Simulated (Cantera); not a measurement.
Standard-state values (1 bar) from the NASA 1993 polynomials, evaluated with Cantera. Values are per mole of reaction as written; species without (g) are pure solids or liquids, kept so even where they would boil at 1 bar. VN: taken at fixed stoichiometry.

2 NO(g) + V₂O₄ ⇌ 2 VN + 2 O₃(g), with ΔH° = 1093.9 kJ and ΔS° = 27.4 J/K at 300 K.

Question: How far is the shortcut ΔG° ≈ ΔH°(300 K) − T·ΔS°(300 K) from the full temperature-dependent value at 598, 698, 798, 898, 998, 1098, 1198, 1298, 1398 K?

Answer: 
```tsv
T (K)	shortcut (kJ)	full (kJ)	difference (kJ)	difference in log10 K
598	1077.5	1086.7	-9.1	0.80
698	1074.8	1088.0	-13.2	0.99
798	1072.0	1089.4	-17.4	1.14
898	1069.3	1091.1	-21.8	1.27
998	1066.5	1092.8	-26.3	1.37
1098	1063.8	1094.6	-30.8	1.47
1198	1061.0	1096.6	-35.5	1.55
1298	1058.3	1098.6	-40.3	1.62
1398	1055.6	1100.7	-45.1	1.69
```
The shortcut ignores the heat-capacity change of the reaction.
